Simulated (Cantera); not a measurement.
Mixture: H2 : O2 : N2 = 1 : 0.658 : 1.78 (molar parts), at 750 Torr, adiabatic and at constant pressure. Ignition delay is the time to a rise of 400 K.

Detailed kinetics in Cantera: the H2/O2 subset of GRI-Mech 3.0, which has no nitrogen chemistry. Below about 950 K walls govern HO2 and H2O2 in real vessels. Where the delays flatten at high temperature, the 400 K rule measures the pace of heat release, not the induction time.

Task: What does this change do: pressure from 750 Torr to 25500 Torr?

Result: 
| quantity | before | after |
|---|---|---|
| delay at 925 K | 63.1 ms | 27.2 ms |
| delay at 1025 K | 0.162 ms | 2.68 ms |
| delay at 1125 K | 61.0 µs | 0.391 ms |
| delay at 1225 K | 34.2 µs | 70.6 µs |
| apparent activation energy between 1175 and 1275 K | 60 kJ/mol | 210 kJ/mol |
The hydrogen kinetics of GRI-Mech 3.0 are dated; newer H2 mechanisms differ, most at raised pressure. The pressure lies above the range GRI-Mech 3.0 was tuned for (to about 10 atm).
